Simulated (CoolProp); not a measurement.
Aqueous lithium chloride as a coolant, 23 % by mass, freezing at -58.3 °C, 1 atm.

Computed with CoolProp (Melinder's fits for secondary coolants).

| T (°C) | Prandtl number | cp (kJ/(kg K)) | density (kg/m³) | viscosity (mPa s) |
|---|---|---|---|---|
| -29.9 | 81.8 | ? | 1145 | 13.8 |
| -24.9 | 64.0 | 2.876 | 1145 | ? |
| -19.9 | ? | 2.909 | 1144 | 8.63 |
| -14.8 | 41.1 | 2.942 | 1143 | 6.98 |
| -9.8 | 33.8 | 2.975 | 1142 | 5.75 |
| -4.7 | 28.2 | 3.009 | 1141 | 4.80 |
| 0.3 | 23.9 | ? | 1140 | 4.08 |
| 5.4 | 20.4 | 3.076 | ? | 3.50 |
| 10.4 | 17.8 | 3.109 | 1137 | ? |
| 15.4 | 15.7 | 3.143 | 1136 | 2.69 |
| 20.5 | 13.9 | 3.176 | 1134 | 2.39 |
| 25.5 | 12.5 | 3.209 | 1132 | 2.15 |
| 30.6 | 11.3 | 3.242 | 1131 | 1.95 |

Q: Fill in the missing entries.

A: 
- -29.9, cp (kJ/(kg K)): 2.843
- -24.9, viscosity (mPa s): 10.8
- -19.9, Prandtl number: 51.0
- 0.3, cp (kJ/(kg K)): 3.042
- 5.4, density (kg/m³): 1138
- 10.4, viscosity (mPa s): 3.05
